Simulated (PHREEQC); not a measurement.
Make-up at 94 °C: 0.012 mol/kgw TMAH, 0.00064 mol/kgw K2SO4 and 0.16 mol/kgw CuSO4. Closed to the air; pH follows from the charge balance.

The numbers come from PHREEQC with the ion-association model, phreeqc.dat.

No solid was allowed to form.

### Question
Estimate the pH, density.

### Answer
pH 4.34; density 0.987 g/cm³.

### Question
In which forms is Cu present?

### Answer
CuSO4 48 %, Cu+2 44 %, Cu2(OH)2+2 7.9 % of the Cu.

Complexes and solids missing from the database can't appear. (CH3)4N+ isn't in the database: it is added as a free cation with an ion size of 4 Å. Constants without temperature data keep their 25 °C values here.
